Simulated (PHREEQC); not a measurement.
**Brine: speciation**

Consider water at 20 °C with 4 mol NaBr, 0.48 mol BaCl2 and 4.3 mol KBr per kg of water. Closed to the air; pH follows from the charge balance.

Equilibrium calculation in PHREEQC: Pitzer model, pitzer.dat.

This is a speciation only: nothing precipitates in the calculation.

Q: What activity of water, density, osmotic coefficient does the model give?

A: activity of water 0.643; density 1.551 g/cm³; osmotic coefficient 1.359.

Species that the database lacks are ignored.
